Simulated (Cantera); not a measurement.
Charge: 1 mol CH₃SiH₃, 0.72 mol C₃H₈, 50 mol H₂, at 2375 K.

These are equilibrium values from Cantera (NASA tables, ideal gas, pure condensed phases), not measurements of a reactor. Candidate condensed phases: C, C₆H₆, C₇H₈, C₈H₁₈, Si, SiC; 87 gas species. The feed counts by its element totals alone. Gases not in the tables: Si₂H₆ and higher silanes. Equilibrium is a limit: real reactors are often held back by kinetics, nucleation or transport.

Which condensed phases are stable at each of these points (P (Pa)): 100, 320, 1000, 3200, 10000, 32000, 100000?


| P (Pa) | condensed phases | Si condensed (%) |
|---|---|---|
| 100 | C(graphite) | 0.0 |
| 320 | C(graphite) | 0.0 |
| 1000 | C(graphite) | 0.0 |
| 3200 | C(graphite) + SiC(s) | 16.7 |
| 10000 | C(graphite) + SiC(s) | 72.8 |
| 32000 | C(graphite) + SiC(s) | 90.7 |
| 100000 | C(graphite) + SiC(s) | 96.4 |

From 1.00 mbar to 10.0 mbar the condensed part is C(graphite). From 32.0 mbar to 1.00 bar the condensed part is C(graphite) + SiC(s).
